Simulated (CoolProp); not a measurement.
Toluene along the isotherm 620 K: fugacity coefficient from the reference equation and from simpler models built on Tc = 591.7 K, pc = 41.26 bar, ω = 0.266; each cubic takes its own stable root.

Model: reference Helmholtz-energy equation of state, Lemmon 2006, in CoolProp. It is a short technical equation, of lower accuracy than the large ones.

| p (bar) | phase | reference | van der Waals | Redlich-Kwong | Soave-Redlich-Kwong | Peng-Robinson |
|---|---|---|---|---|---|---|
| 11.5 | gas | 0.9140 | 0.9266 | 0.9184 | 0.9204 | 0.9112 |
| 22.9 | gas | 0.8318 | 0.8543 | 0.8399 | 0.8438 | 0.8275 |
| 34.4 | gas | (withheld) | 0.7805 | 0.7620 | 0.7682 | 0.7466 |
| 45.8 | supercritical | 0.6727 | 0.7029 | 0.6840 | 0.6933 | 0.6683 |
| 57.3 | supercritical | 0.5918 | 0.6161 | 0.6017 | 0.6159 | 0.5901 |
| 68.8 | supercritical | 0.5205 | 0.5499 | 0.5340 | 0.5492 | 0.5235 |
| 80.2 | supercritical | 0.4679 | (withheld) | 0.4841 | 0.4990 | (withheld) |
| 91.7 | supercritical | 0.4278 | 0.4669 | 0.4458 | 0.4604 | 0.4346 |
| 103 | supercritical | 0.3970 | 0.4401 | 0.4165 | 0.4307 | 0.4048 |

Q: Complete the blanks.

A: 
- 34.4, reference: 0.7513
- 80.2, van der Waals: 0.5025
- 80.2, Peng-Robinson: 0.4734
